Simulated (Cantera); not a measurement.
An isothermal, constant-pressure homogeneous reactor starts with 82.0 % NH3, 18.0 % H2, at 1950 K and 0.133 bar.

Detailed kinetics in Cantera: the gas-phase N/H chemistry of the illustrative SiF4/NH3 mechanism in the Surface Chemkin manual (1991). Walls and surfaces, which speed up NH3 decomposition in real reactors, are not modelled.

x: mole fraction; the columns are a selection and need not sum to one.

```json
[
 {"t (s)": "0.000100", "x NH3": "0.819", "x H2": "0.180", "x H": "9.67e-6", "x NH": "1.98e-7", "x N2H4": "1.38e-9", "x N": "9.84e-10", "x N2": "5.01e-8"},
 {"t (s)": "0.000460", "x NH3": "0.819", "x H2": "0.181", "x H": "4.07e-5", "x NH": "3.58e-6", "x N2H4": "2.55e-8", "x N": "7.64e-8", "x N2": "2.31e-5"},
 {"t (s)": "0.00211", "x NH3": "0.814", "x H2": "0.183", "x H": "…", "x NH": "1.01e-5", "x N2H4": "7.84e-8", "x N": "3.42e-7", "x N2": "…"},
 {"t (s)": "0.00972", "x NH3": "0.794", "x H2": "0.199", "x H": "7.95e-5", "x NH": "1.02e-5", "x N2H4": "7.57e-8", "x N": "3.58e-7", "x N2": "0.00679"},
 {"t (s)": "0.0447", "x NH3": "…", "x H2": "…", "x H": "…", "x NH": "1.03e-5", "x N2H4": "…", "x N": "…", "x N2": "…"},
 {"t (s)": "0.206", "x NH3": "0.440", "x H2": "0.455", "x H": "0.000218", "x NH": "9.59e-6", "x N2H4": "3.39e-8", "x N": "5.06e-7", "x N2": "0.104"},
 {"t (s)": "0.946", "x NH3": "0.0877", "x H2": "0.711", "x H": "0.000583", "x NH": "6.00e-6", "x N2H4": "3.94e-9", "x N": "5.89e-7", "x N2": "0.201"},
 {"t (s)": "4.35", "x NH3": "0.000414", "x H2": "0.772", "x H": "0.00271", "x NH": "5.30e-7", "x N2H4": "1.59e-12", "x N": "2.29e-7", "x N2": "0.225"},
 {"t (s)": "20.0", "x NH3": "2.98e-5", "x H2": "0.772", "x H": "0.00278", "x NH": "4.01e-8", "x N2H4": "<1e-12", "x N": "1.77e-8", "x N2": "0.225"}
]
```

Q: Fill in the missing entries.

A: 
- 0.00211, x H: 7.29e-5
- 0.00211, x N2: 0.00105
- 0.0447, x NH3: 0.707
- 0.0447, x H2: 0.262
- 0.0447, x H: 0.000108
- 0.0447, x N2H4: 6.41e-8
- 0.0447, x N: 4.07e-7
- 0.0447, x N2: 0.0306
